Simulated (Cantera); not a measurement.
Cantera run:

```python
import numpy as np
import cantera as ct

gas_names = """
    C CH CH2 CH3 CH2OH CH3O CH4 CH3OH CO CO2 COOH C2 C2H CHCO,ketyl C2H2,acetylene C2H2,vinylidene
    CH2CO,ketene C2H3,vinyl CH3CO,acetyl C2H4 C2H4O,ethylen CH3CHO,ethanal CH3COOH (HCOOH)2 C2H5 C2H6
    CH3OCH3 C2H5OH C2O C3 C3H3,propargyl C3H4,allene C3H4,propyne C3H4,cyclo- C3H5,allyl C3H6,propylene
    C3H6,cyclo- C3H6O C3H7,n-propyl C3H7,i-propyl C3H8 C3H8O,1propanol C3H8O,2propanol C3O2 C4 C4H2
    C4H4,1,3-cyclo- C4H6,butadiene C4H6,2-butyne C4H6,cyclo- C4H8,1-butene C4H8,cis2-buten
    C4H8,tr2-butene C4H8,isobutene C4H8,cyclo- (CH3COOH)2 C4H9,n-butyl C4H9,i-butyl C4H9,s-butyl
    C4H9,t-butyl C4H10,isobutane C4H10,n-butane C5 C5H6,1,3cyclo- C5H8,cyclo- C5H10,1-pentene
    C5H10,cyclo- C5H11,pentyl C5H11,t-pentyl C5H12,n-pentane C5H12,i-pentane CH3C(CH3)2CH3 C6H2
    C6H5,phenyl C6H5O,phenoxy C6H6 C6H5OH,phenol C6H10,cyclo- C6H12,1-hexene C6H12,cyclo- C6H13,n-hexyl
    C7H7,benzyl C7H8 C7H8O,cresol C7H14,1-heptene C7H15,n-heptyl C7H16,n-heptane C8H8,styrene
    C8H10,ethylbenz C8H16,1-octene C8H17,n-octyl C8H18,isooctane C8H18,n-octane C9H19,n-nonyl
    C10H8,naphthale C10H21,n-decyl C12H9,o-bipheny C12H10,bipheny Fe FeC5O5 FeO Fe(OH)2 H HCO HO2 H2
    HCHO,formaldehy HCOOH H2O H2O2 O OH O2 O3
""".split()
cond_names = """
    C(gr) C6H6(L) C7H8(L) C8H18(L),n-octa Fe(a) Fe(c) Fe(d) Fe(L) FeC5O5(L) FeO(s) FeO(L) Fe(OH)2(s)
    Fe(OH)3(s) Fe2O3(s) Fe3O4(s) H2O(s) H2O(L)
""".split()


def load(file, names, dense=False):
    # The tables refer to 1 bar. Condensed volumes are neglected.
    table = {s.name: s for s in ct.Species.list_from_file(file)}
    out = []
    for n in names:
        d = dict(table[n].input_data)
        d["thermo"] = dict(d["thermo"], **{"reference-pressure": 1e5})
        if dense:
            d["equation-of-state"] = {"model": "constant-volume", "density": "1e6 g/cm^3"}
        out.append(ct.Species.from_dict(d))
    return out


gas = ct.Solution(thermo="ideal-gas", species=load("nasa_gas.yaml", gas_names))
cond = {s.name: ct.Solution(thermo="fixed-stoichiometry", species=[s], name=s.name)
        for s in load("nasa_condensed.yaml", cond_names, dense=True)}
atoms = {
    'Fe(CO)5': {'Fe': 1, 'C': 5, 'O': 5},
    'O2': {'O': 2},
    'H2': {'H': 2},
}
top_T = {'C(gr)': 4500, 'Fe2O3(s)': 1830, 'Fe3O4(s)': 1870}  # K; cautious upper limits of use, not melting points


def equilibrate(T, P, feed):
    n = {}
    for name, mol in feed.items():
        for a, k in atoms[name].items():
            n[a] = n.get(a, 0.0) + k * mol
    gas.TPX = T, P, n
    mass = sum(n.values()) * gas.mean_molecular_weight
    gas.equilibrate("TP")
    valid = [c for c in cond.values() if c.min_temp <= T <= top_T.get(c.name, c.max_temp)]
    mix = ct.Mixture([(gas, mass / gas.mean_molecular_weight)] + [(c, 0.0) for c in valid])
    mix.T, mix.P = T, P
    mix.equilibrate("TP", solver="vcs", rtol=1e-11, max_steps=5000)
    return mix


results = []
feed = {'Fe(CO)5': 1, 'O2': 0.73, 'H2': 1.1}  # mol
T = 1523.15  # K
P = 10000  # Pa
mix = equilibrate(T, P, feed)
results.append((T, P, feed, dict(zip(mix.species_names, mix.species_moles))))
x = sorted(zip(gas.X, gas.species_names), reverse=True)
print(f"T = {T:g} K  P = {P:g} Pa  gas = {mix.phase_moles(0):.4g} mol")
print("   x: " + "  ".join(f"{s} {v:.3e}" for v, s in x if v > 1e-05))
print("   condensed (mol): " + ("  ".join(f"{mix.phase(i).name} {mix.phase_moles(i):.4g}"
      for i in range(1, mix.n_phases) if mix.phase_moles(i) > 1e-12) or "none"))
```

It prints:

```
T = 1523.15 K  P = 10000 Pa  gas = 6.1 mol
   x: CO 7.069e-01  H2 1.263e-01  CO2 1.127e-01  H2O 5.405e-02  H 2.602e-05
   condensed (mol): Fe(c) 0.5573  FeO(s) 0.4427
```

Equilibrium computed with Cantera from the NASA thermochemical tables; the gas is ideal and each condensed phase is pure. Mutual solubility and eutectic melting of coexisting phases are not modelled. The tables' stoichiometric FeO is somewhat more stable than real wüstite, so its field is too wide. FeO: taken at fixed stoichiometry.
